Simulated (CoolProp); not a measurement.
Properties of sulfur dioxide along the isobar 4.58 bar.

Computed with CoolProp (reference Helmholtz-energy equation of state, Gao 2016).

```json
[
 {"T (K)": "338.9", "phase": "gas", "speed of sound (m/s)": "227.5", "Joule-Thomson coefficient (K/MPa)": "25.05", "isothermal compressibility (1/MPa)": "2.301", "expansivity (1/kK)": "3.532", "fugacity coefficient": "0.9533"},
 {"T (K)": "352.2", "phase": "gas", "speed of sound (m/s)": "232.6", "Joule-Thomson coefficient (K/MPa)": "22.20", "isothermal compressibility (1/MPa)": "2.284", "expansivity (1/kK)": "…", "fugacity coefficient": "0.9593"},
 {"T (K)": "365.5", "phase": "gas", "speed of sound (m/s)": "237.4", "Joule-Thomson coefficient (K/MPa)": "19.81", "isothermal compressibility (1/MPa)": "2.270", "expansivity (1/kK)": "3.122", "fugacity coefficient": "0.9644"},
 {"T (K)": "378.8", "phase": "gas", "speed of sound (m/s)": "242.1", "Joule-Thomson coefficient (K/MPa)": "17.80", "isothermal compressibility (1/MPa)": "…", "expansivity (1/kK)": "2.961", "fugacity coefficient": "0.9686"},
 {"T (K)": "392.1", "phase": "gas", "speed of sound (m/s)": "246.6", "Joule-Thomson coefficient (K/MPa)": "16.09", "isothermal compressibility (1/MPa)": "2.249", "expansivity (1/kK)": "2.820", "fugacity coefficient": "0.9722"},
 {"T (K)": "405.4", "phase": "gas", "speed of sound (m/s)": "251.0", "Joule-Thomson coefficient (K/MPa)": "14.63", "isothermal compressibility (1/MPa)": "2.241", "expansivity (1/kK)": "2.696", "fugacity coefficient": "…"},
 {"T (K)": "418.7", "phase": "gas", "speed of sound (m/s)": "255.2", "Joule-Thomson coefficient (K/MPa)": "13.38", "isothermal compressibility (1/MPa)": "2.235", "expansivity (1/kK)": "2.585", "fugacity coefficient": "0.9778"},
 {"T (K)": "432", "phase": "gas", "speed of sound (m/s)": "259.4", "Joule-Thomson coefficient (K/MPa)": "12.29", "isothermal compressibility (1/MPa)": "2.229", "expansivity (1/kK)": "2.485", "fugacity coefficient": "0.9801"},
 {"T (K)": "445.3", "phase": "gas", "speed of sound (m/s)": "263.4", "Joule-Thomson coefficient (K/MPa)": "11.35", "isothermal compressibility (1/MPa)": "2.224", "expansivity (1/kK)": "2.394", "fugacity coefficient": "0.9821"},
 {"T (K)": "458.6", "phase": "gas", "speed of sound (m/s)": "267.4", "Joule-Thomson coefficient (K/MPa)": "10.52", "isothermal compressibility (1/MPa)": "2.220", "expansivity (1/kK)": "2.311", "fugacity coefficient": "0.9839"},
 {"T (K)": "471.8", "phase": "gas", "speed of sound (m/s)": "271.2", "Joule-Thomson coefficient (K/MPa)": "9.784", "isothermal compressibility (1/MPa)": "2.216", "expansivity (1/kK)": "2.234", "fugacity coefficient": "0.9854"},
 {"T (K)": "485.1", "phase": "gas", "speed of sound (m/s)": "275.0", "Joule-Thomson coefficient (K/MPa)": "9.128", "isothermal compressibility (1/MPa)": "2.213", "expansivity (1/kK)": "2.163", "fugacity coefficient": "0.9868"},
 {"T (K)": "498.4", "phase": "gas", "speed of sound (m/s)": "278.7", "Joule-Thomson coefficient (K/MPa)": "8.540", "isothermal compressibility (1/MPa)": "2.210", "expansivity (1/kK)": "2.097", "fugacity coefficient": "0.9881"},
 {"T (K)": "511.7", "phase": "gas", "speed of sound (m/s)": "282.4", "Joule-Thomson coefficient (K/MPa)": "8.011", "isothermal compressibility (1/MPa)": "2.208", "expansivity (1/kK)": "2.035", "fugacity coefficient": "0.9892"},
 {"T (K)": "525", "phase": "gas", "speed of sound (m/s)": "286.0", "Joule-Thomson coefficient (K/MPa)": "7.531", "isothermal compressibility (1/MPa)": "2.205", "expansivity (1/kK)": "1.978", "fugacity coefficient": "0.9902"}
]
```

### Question
What belongs in the gaps?

### Answer

- 352.2, expansivity (1/kK): 3.310
- 378.8, isothermal compressibility (1/MPa): 2.258
- 405.4, fugacity coefficient: 0.9752
